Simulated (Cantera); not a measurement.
A perfectly stirred reactor is fed with H2 : O2 : N2 = 1.5 : 1 : 0.84 (molar parts), equivalence ratio 0.75, at 0.133 bar; it is held at 1123 K, and followed from long to short residence time.

Detailed kinetics in Cantera: the H2/O2 subset of GRI-Mech 3.0, which has no nitrogen chemistry. The temperature is held fixed by assumption; the heat of reaction is taken as removed at once.

Question: Predict: x(H2) at τ = 0.570 s; x(O2) at τ = 0.570 s; x(H2O) at τ = 0.570 s; x(H2O2) at τ = 0.570 s; x(HO2) at τ = 0.570 s; x(H2) at τ = 39.0 ms; x(O2) at τ = 39.0 ms; x(H2O) at τ = 39.0 ms; x(H2O2) at τ = 39.0 ms; x(HO2) at τ = 39.0 ms.

Answer: 
```json
{
 "x(H2) at τ = 0.570 s": "0.00133",
 "x(O2) at τ = 0.570 s": "0.0969",
 "x(H2O) at τ = 0.570 s": "0.577",
 "x(H2O2) at τ = 0.570 s": "2.57e-6",
 "x(HO2) at τ = 0.570 s": "1.90e-5",
 "x(H2) at τ = 39.0 ms": "0.00704",
 "x(O2) at τ = 39.0 ms": "0.0992",
 "x(H2O) at τ = 39.0 ms": "0.568",
 "x(H2O2) at τ = 39.0 ms": "4.68e-6",
 "x(HO2) at τ = 39.0 ms": "3.59e-5"
}
```
